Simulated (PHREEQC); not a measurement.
Dissolve 0.0082 mol H3BO3 and 7.9e-05 mol Na2SiO3 per kg of water at 31 °C. Closed to the air; pH follows from the charge balance.

Model: Pitzer model, pitzer.dat, run in PHREEQC.

Each row changes one thing in this solution. This is a speciation only: nothing precipitates in the calculation.

```csv
case,pH,ionic strength (mol/kgw)
as made,7.52,0.000158
diluted 5-fold with water,7.52,3.16e-5
H3BO3 from 0.0082 to 0.082 mol/kgw,6.38,0.000158
Na2SiO3 from 7.9e-05 to 0.000395 mol/kgw,[?],[?]
H3BO3 left out,[?],0.000158
Na2SiO3 left out,[?],[?]
```

### Question
Some entries are withheld; supply them.

### Answer

- Na2SiO3 from 7.9e-05 to 0.000395 mol/kgw, pH: 8.24
- Na2SiO3 from 7.9e-05 to 0.000395 mol/kgw, ionic strength (mol/kgw): 0.000790
- H3BO3 left out, pH: 9.85
- Na2SiO3 left out, pH: 5.66
- Na2SiO3 left out, ionic strength (mol/kgw): 2.18e-6
